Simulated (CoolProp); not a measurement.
Saturation properties of n-heptane (Tc = 268.1 °C, pc = 2774 kPa, ω = 0.349).

Values from CoolProp's reference Helmholtz-energy equation of state, Span 2003. It is a short technical equation, of lower accuracy than the large ones.

| T (°C) | p (kPa) | vapour Z | surface tension (mN/m) | liquid viscosity (µPa s) | vapour viscosity (µPa s) | liquid conductivity (mW/(m K)) |
|---|---|---|---|---|---|---|
| -29.15 | 0.1943 | 0.9995 | 25.2 | 794 | 4.86 | 139 |
| -11.35 | 0.7290 | 0.9986 | 23.4 | 607 | 5.19 | 133 |
| 6.55 | 2.254 | 0.9966 | 21.6 | 481 | 5.52 | 128 |
| 24.35 | 5.896 | 0.9931 | 19.8 | 392 | 5.85 | 122 |
| 42.15 | 13.55 | 0.9873 | 18.0 | 326 | 6.18 | 117 |
| 60.05 | 28.09 | 0.9785 | 16.3 | 275 | 6.51 | 112 |
| 77.85 | 53.14 | 0.9662 | 14.6 | 235 | 6.83 | 107 |
| 95.65 | 93.44 | 0.9498 | 12.9 | 202 | 7.16 | 102 |
| 113.55 | 155.0 | 0.9287 | 11.3 | 175 | 7.51 | 97.3 |
| 131.35 | 243.6 | 0.9026 | 9.70 | 152 | 7.86 | 92.7 |
| 149.25 | 367.4 | 0.8707 | 8.14 | 133 | 8.27 | 88.4 |
| 167.05 | 532.9 | 0.8323 | 6.64 | 116 | 8.73 | 84.1 |
| 184.85 | 749.2 | 0.7864 | 5.20 | 100 | 9.32 | 80.0 |
| 202.75 | 1028 | 0.7306 | 3.82 | 86.6 | 10.1 | 75.9 |
| 220.55 | 1376 | 0.6624 | 2.54 | 73.7 | 11.3 | 71.8 |

It boils at 98.4 °C under 1 atm.

Viscosity comes from a separate model (Michailidou 2014). Thermal conductivity comes from a separate model (Assael 2013). Surface tension comes from a separate correlation (Mulero 2012).
